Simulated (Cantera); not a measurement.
A perfectly stirred reactor is fed with C₃H₈ : O₂ : N₂ = 1 : 5.38 : 20.2 (molar parts), at 10.0 bar; it is adiabatic with a 648 K inlet, and is followed from long to short residence time, starting on the burning branch (τ in s: 0.068, 0.034, 0.017, 0.0087, 0.0044, 0.0022, 0.0011, 0.00056, 0.00028, 0.00014, 7.1e-05).

Cantera simulation using GRI-Mech 3.0 (53 species, 325 reactions); the numbers are that mechanism's predictions, not measurements. GRI-Mech 3.0 was tuned for natural gas; its chemistry of propane as a main component is partial and can be far from experiment.

One state of this run: T (K) = 2452; x C₃H₈ = 1.95e-7; x O₂ = 0.0158; x NO = 0.00304; x N₂O = 9.78e-7; x CH₂ = 1.00e-7; x CH₂CO = 1.60e-7; x CH₂O = 4.34e-7. x: mole fraction; the columns are a selection and need not sum to one.

### Question
Which value of τ (s) does it belong to?
A. 0.0022
B. 0.034
C. 7.1e-5
D. 0.0087

### Answer
D, 0.0087
